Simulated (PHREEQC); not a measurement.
PHREEQC input (ion-association model, phreeqc.dat):

```
SOLUTION_SPECIES
  SO4-2 + 9 H+ + 8 e- = HS- + 4 H2O  # shut off: sulfate is not reduced
    -log_k -100
    -delta_h 0
    -analytic -100
SOLUTION 0
  temp 40
  units mmol/kgw
  pH 7 charge
  Br 0.45
  K 0.45
  Cl 36.01
  Cd 18
SOLUTION 1-30
  temp 40
  units mmol/kgw
  pH 7 charge
  Cl 109.41
  Cd 52
  S(6) 15
  Zn 15
  Mn(2) 2.7
END
EXCHANGE 1-30
  X 0.037
  -equilibrate 1
END
SELECTED_OUTPUT 1
  -reset false
  -pH true
  -pe true
  -ionic_strength true
  -water true
  -step true
  -totals Br Cd Cl K Mn S Zn Mn(2) Mn(3) S(-2)
    S(6)
  -molalities MnX2 KX ZnX2 CdX2
  -saturation_indices Pyrochroite Sylvite Zn(OH)2(e) Cd(OH)2
PRINT
  -reset false
TRANSPORT
  -cells 30
  -shifts 150
  -lengths 0.0166667
  -time_step 300
  -dispersivities 0.018
  -boundary_conditions flux flux
  -correct_disp true
  -punch_cells 30
  -punch_frequency 5
END
```

Selected output (columns that matter, 18 of 31 rows; pore volumes added in front):

```
pore volumes	pH	mu	Br	Cd	Cl	K	Mn	S	Zn	m_MnX2	si_Pyrochroite	si_Sylvite	si_Zn(OH)2(e)	si_Cd(OH)2
0	5.073	0.11766	0	0.052	0.10941	0	0.0027	0.015	0.015	0.00078841	-8.1739	-1000	-3.7744	-5.8504
0.35	5.073	0.11765	9.1529e-09	0.051999	0.10941	1.4874e-11	0.0027	0.015	0.015	0.0007884	-8.1739	-13.233	-3.7744	-5.8504
0.6833	5.0708	0.11073	4.3573e-05	0.048104	0.1023	1.941e-06	0.0025287	0.013548	0.014082	0.00078435	-8.194	-8.1338	-3.7918	-5.8677
0.85	5.0645	0.094367	0.00014316	0.039334	0.086059	1.2635e-05	0.0021097	0.010228	0.011874	0.0007685	-8.252	-7.3642	-3.841	-5.9134
1.1833	5.0388	0.057612	0.00034976	0.021629	0.05236	7.4496e-05	0.0011515	0.0033414	0.0068738	0.00069654	-8.4653	-6.7249	-4.0172	-6.0664
1.5167	5.0183	0.04162	0.00042981	0.01518	0.039303	0.00017409	0.00067283	0.00067299	0.0045943	0.00057363	-8.6742	-6.4354	-4.1614	-6.1659
1.85	5.0142	0.037513	0.00044687	0.014311	0.03652	0.00027867	0.00043141	0.00010423	0.0037008	0.00041328	-8.8559	-6.2545	-4.2422	-6.1717
2.0167	5.015	0.036736	0.00044884	0.014497	0.036199	0.00032127	0.00034016	3.8615e-05	0.0033597	0.00033487	-8.9541	-6.1973	-4.2789	-6.1592
2.35	5.0183	0.035771	0.00044985	0.015149	0.036034	0.0003806	0.0002001	4.9013e-06	0.0027027	0.00020515	-9.1745	-6.1296	-4.363	-6.1273
2.6833	5.022	0.035063	0.00044998	0.015819	0.036013	0.00041289	0.00011068	5.7958e-07	0.0020905	0.00011747	-9.4221	-6.0987	-4.4646	-6.0966
3.0167	5.0253	0.034498	0.00045	0.016389	0.03601	0.00042948	5.8556e-05	6.5474e-08	0.0015625	6.4036e-05	-9.69	-6.0853	-4.5823	-6.0708
3.1833	5.0268	0.034263	0.00045	0.01663	0.03601	0.00043446	4.2043e-05	2.1741e-08	0.0013358	4.6579e-05	-9.8301	-6.0819	-4.6466	-6.06
3.5167	5.0293	0.033879	0.00045	0.017027	0.03601	0.00044075	2.1217e-05	2.3551e-09	0.00095683	2.4028e-05	-10.121	-6.0782	-4.785	-6.0421
3.85	5.0313	0.033593	0.00045	0.017324	0.03601	0.00044427	1.0449e-05	2.5068e-10	0.00066871	1.2035e-05	-10.424	-6.0766	-4.9356	-6.0287
4.1833	5.0328	0.033386	0.00045	0.01754	0.03601	0.00044637	5.0391e-06	2.6354e-11	0.00045696	5.8774e-06	-10.737	-6.076	-5.0972	-6.019
4.35	5.0333	0.033307	0.00045	0.017623	0.03601	0.0004471	3.4752e-06	8.5151e-12	0.00037479	4.0733e-06	-10.896	-6.0758	-5.1819	-6.0153
4.6833	5.0342	0.033185	0.00045	0.017751	0.03601	0.00044814	1.6325e-06	8.8418e-13	0.0002485	1.928e-06	-11.222	-6.0756	-5.3581	-6.0095
5.0167	5.0349	0.033102	0.00045	0.017838	0.03601	0.00044882	7.5572e-07	9.1304e-14	0.00016187	8.9719e-07	-11.555	-6.0755	-5.5427	-6.0056
```

Constants without temperature data keep their 25 °C values here.
